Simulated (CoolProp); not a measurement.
A simple Rankine cycle with water: condensing at 332.15 K, boiler at 1.53 MPa, turbine inlet 477.4 K, turbine efficiency 0.65, pump efficiency 0.8, no recuperator. Each further row changes one setting.

Values from CoolProp's reference Helmholtz-energy equation of state, Wagner 2002.

```csv
case,thermal efficiency (%),net work (kJ/kg),heat in (kJ/kg),turbine exit temperature (K),volume ratio over the turbine
as stated,17.3,442,2560,332.1,54.7
turbine inlet 497.4 K,17.4,453,2610,332.1,52.6
condensing temperature 324.15 K,18.2,472,2590,324.2,77.8
boiler pressure 1.07 MPa,16.1,415,2590,332.1,38.0
turbine efficiency 0.55,14.6,374,2560,332.1,56.4
```

The expansion ends wet for: as stated; turbine inlet 497.4 K; condensing temperature 324.15 K; boiler pressure 1.07 MPa; turbine efficiency 0.55.
